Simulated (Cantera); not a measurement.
An isothermal, constant-pressure homogeneous reactor starts with C2H6 : H2 = 1 : 2 (molar parts), at 1425 K and 0.0263 atm. Integrator tolerance rtol = 1e-08.

Cantera simulation using GRI-Mech 3.0 (53 species, 325 reactions); the numbers are that mechanism's predictions, not measurements. GRI-Mech 3.0 stops at C3 and has no aromatics, soot or wall deposition, so with more carbon than oxygen in the feed, carbon stays in small species such as C2H2 where larger ones or solid carbon would form. Radical loss at walls, strong at low pressure, is not modelled.

**Question.** What does this change do: C2H6 1 to 4.8 parts?

**Answer.** 
```csv
quantity,before,after
x(C2H6) at 90.0 s,3.76e-6 (gas-phase equilibrium 8.34e-7),4.28e-6 (gas-phase equilibrium 9.59e-7)
x(H2) at 90.0 s,0.759 (gas-phase equilibrium 0.788),0.661 (gas-phase equilibrium 0.693)
x(CH4) at 90.0 s,0.0585 (gas-phase equilibrium 0.0163),0.0578 (gas-phase equilibrium 0.0164)
x(CH2) at 90.0 s,1.24e-9 (gas-phase equilibrium 5.49e-10),1.41e-9 (gas-phase equilibrium 6.27e-10)
x(CH3) at 90.0 s,4.47e-5 (gas-phase equilibrium 1.55e-5),4.75e-5 (gas-phase equilibrium 1.66e-5)
x(C2H2) at 90.0 s,0.181 (gas-phase equilibrium 0.193),0.278 (gas-phase equilibrium 0.287)
```
